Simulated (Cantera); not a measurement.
**Equilibrium for silicon epitaxy and polysilicon growth: SiH2Cl2 + N2 + Cl2**

A closed system holds: 1 mol SiH2Cl2, 5.7 mol N2, 0.043 mol Cl2, equilibrated at 1.00 bar.

These are equilibrium values from Cantera (NASA tables, ideal gas, pure condensed phases), not measurements of a reactor. Candidate condensed phases: NH4Cl, Si, Si3N4; 28 gas species. N2 is the only nitrogen source here; it is nearly inert below about 1500 K, so the nitride shown seldom forms there in practice. The tables' values for SiCl3 are old estimates; treat these amounts as uncertain. Rates play no part.

From 925 °C to 1175 °C the condensed part is Si3N4(s). The main Si-bearing gas is SiCl4 throughout.

```tsv
T (°C)	x N2	x HCl	x H2	x SiCl4	n Si3N4(s)
925	0.742	0.161	0.0621	0.0338	0.253
950	0.742	0.163	0.0614	0.0334	0.254
975	0.742	0.164	0.0608	0.0329	0.255
1000	0.741	0.165	0.0602	0.0325	0.255
1025	0.741	0.166	0.0596	0.0320	0.256
1050	0.741	0.167	0.0591	0.0316	0.256
1075	0.741	0.168	0.0586	0.0310	0.256
1100	0.740	0.168	0.0581	0.0305	0.256
1125	0.740	0.169	0.0578	0.0298	0.256
1150	0.740	0.170	0.0574	0.0291	0.256
1175	0.740	0.170	0.0571	0.0283	0.255
```
x: gas mole fraction; n: condensed amount in mol.
